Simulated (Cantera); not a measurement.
Charge: 1 mol Si3N4, 0.58 mol O2, 2.4 mol N2, equilibrated at 1923.15 K.

Method: chemical equilibrium by Gibbs-energy minimisation in Cantera with the NASA 1993 tables (ideal gas, pure condensed phases). Candidate condensed phases: Si, SiO2, Si2N2O, Si3N4; 16 gas species. Mutual solubility and eutectic melting of coexisting phases are not modelled. Rates play no part.

Question: Which condensed phases are stable at each of these points (P (Pa)): 0.100, 0.750, 5.60, 42, 320, 2400, 18000, 130000, 1000000?

Answer: 
```tsv
P (Pa)	condensed phases	Si condensed (%)
0.100	gas only	0.0
0.750	gas only	0.0
5.60	gas only	0.0
42	Si(l)	53.2
320	Si(l)	60.3
2400	Si(l)	61.2
18000	Si2N2O(s) + Si3N4(s)	99.3
130000	Si2N2O(s) + Si3N4(s)	99.9
1000000	Si2N2O(s) + Si3N4(s)	100.0
```

From 1.00e-6 bar to 5.60e-5 bar nothing is condensed. From 0.000420 bar to 0.0240 bar the condensed part is Si(l). From 0.180 bar to 10.0 bar the condensed part is Si2N2O(s) + Si3N4(s).
